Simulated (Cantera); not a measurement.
An isothermal, constant-pressure homogeneous reactor starts with CH4 : H2 : H = 0.02 : 1 : 0.053 (molar parts), at 1900 K and 0.0365 atm.

Computed with Cantera and GRI-Mech 3.0 (53 species, 325 reactions). GRI-Mech 3.0 stops at C3 and has no aromatics, soot or wall deposition, so with more carbon than oxygen in the feed, carbon stays in small species such as C2H2 where larger ones or solid carbon would form. Radical loss at walls, strong at low pressure, is not modelled.

x: mole fraction; the columns are a selection and need not sum to one.

```tsv
t (s)	x CH4	x H2	x H	x CH2	x C2H2	x C2H	x C2H4
0.000400	0.00663	0.958	0.0273	6.58e-5	0.00400	___	0.000101
0.00113	0.00482	0.967	0.0207	3.57e-5	0.00584	___	4.35e-5
0.00317	0.00340	0.973	0.0151	1.60e-5	0.00709	___	1.67e-5
0.00894	0.00245	0.979	0.0106	6.27e-6	0.00785	___	7.48e-6
0.0252	0.00184	0.982	0.00717	2.25e-6	0.00830	___	4.81e-6
0.0710	0.00141	0.985	0.00496	8.42e-7	0.00859	___	4.23e-6
0.200	0.00100	0.986	0.00414	4.21e-7	0.00882	4.84e-7	4.13e-6
0.563	0.000579	0.986	0.00409	2.38e-7	0.00904	4.89e-7	4.07e-6
1.59	0.000272	0.986	0.00412	1.14e-7	0.00921	5.01e-7	4.07e-6
4.47	0.000132	0.986	0.00413	5.59e-8	0.00928	5.07e-7	4.09e-6
12.6	0.000101	0.986	0.00413	4.27e-8	0.00930	5.08e-7	4.09e-6
35.5	9.99e-5	0.986	0.00413	4.23e-8	0.00930	5.08e-7	4.09e-6
100	9.99e-5	0.986	0.00413	4.23e-8	0.00930	5.08e-7	4.09e-6
```

Q: Fill in the missing entries.

A: 
- 0.000400, x C2H: 1.49e-6
- 0.00113, x C2H: 1.63e-6
- 0.00317, x C2H: 1.44e-6
- 0.00894, x C2H: 1.11e-6
- 0.0252, x C2H: 7.90e-7
- 0.0710, x C2H: 5.65e-7
